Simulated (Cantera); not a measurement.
Input (Python, Cantera):

```python
import numpy as np
import cantera as ct

gas = ct.Solution("gri30.yaml")
gas.TPX = 1500, 540000, {'CH4': 1, 'O2': 0.952, 'N2': 9.52}
reactor = ct.IdealGasReactor(gas, energy="on", clone=False)
net = ct.ReactorNet([reactor])
net.rtol, net.atol = 1e-08, 1e-16
show = ['CH4', 'O2', 'C2H4', 'HCO', 'NO', 'HCN']
times = np.geomspace(1e-05, 2, 10)

steps = ct.SolutionArray(gas, extra=["t"])
rows = []
print(f"{'t/s':>10s}{'T/K':>9s}{'P/Pa':>11s}" + "".join(f"{s:>11s}" for s in show))
for t in times:
    while net.time < t:
        t_next = net.step()
        steps.append(gas.state, t=t_next)
    rows.append([np.interp(t, steps.t, y) for y in (steps.T, steps.P, *steps(*show).X.T)])
    print(f"{t:10.3e}{rows[-1][0]:9.1f}{rows[-1][1]:11.4g}" + "".join(f"{x:11.3e}" for x in rows[-1][2:]))
rate = np.gradient(steps.T, steps.t)
print("integrator steps:", len(steps.t))
if steps.T.max() > steps.T[0] + 200:
    print(f"time of steepest temperature rise: {steps.t[rate.argmax()]:.4e} s")
gas.TPX = 1500, 540000, {'CH4': 1, 'O2': 0.952, 'N2': 9.52}
gas.equilibrate("UV")
print(f"equilibrium (UV): T = {gas.T:.1f} K  " + "  ".join(f"{s} {gas[s].X[0]:.3e}" for s in show))
```

Result:

```
       t/s      T/K       P/Pa        CH4         O2       C2H4        HCO         NO        HCN
 1.000e-05   1500.0    5.4e+05  8.716e-02  8.298e-02  1.120e-09  3.672e-12  2.147e-15  4.947e-17
 3.882e-05   1499.9    5.4e+05  8.713e-02  8.297e-02  1.332e-07  1.382e-10  2.429e-14  1.096e-15
 1.507e-04   1500.8  5.403e+05  8.684e-02  8.283e-02  7.103e-06  3.544e-09  3.270e-13  2.166e-14
 5.848e-04   1515.5  5.459e+05  8.371e-02  8.105e-02  2.014e-04  5.948e-08  6.449e-12  5.726e-13
 2.270e-03   2247.2   8.82e+05  2.596e-04  1.182e-07  8.095e-07  1.089e-07  6.155e-05  7.298e-05
 8.811e-03   2245.5  8.826e+05  9.817e-10  1.141e-07  6.619e-15  1.030e-07  4.627e-05  2.938e-06
 3.420e-02   2245.9  8.828e+05  7.969e-10  1.147e-07  1.008e-15  1.032e-07  1.424e-05  7.765e-07
 1.327e-01   2245.9  8.828e+05  7.889e-10  1.148e-07  9.970e-16  1.032e-07  1.021e-05  5.469e-07
 5.153e-01   2245.9  8.828e+05  7.889e-10  1.148e-07  9.970e-16  1.032e-07  1.019e-05  5.459e-07
 2.000e+00   2245.9  8.828e+05  7.889e-10  1.148e-07  9.970e-16  1.032e-07  1.019e-05  5.459e-07
integrator steps: 2147
time of steepest temperature rise: 1.0995e-03 s
equilibrium (UV): T = 2245.9 K  CH4 8.911e-10  O2 1.148e-07  C2H4 1.122e-15  HCO 1.032e-07  NO 1.019e-05  HCN 5.459e-07
```

Model: GRI-Mech 3.0 (53 species, 325 reactions), integrated in Cantera.
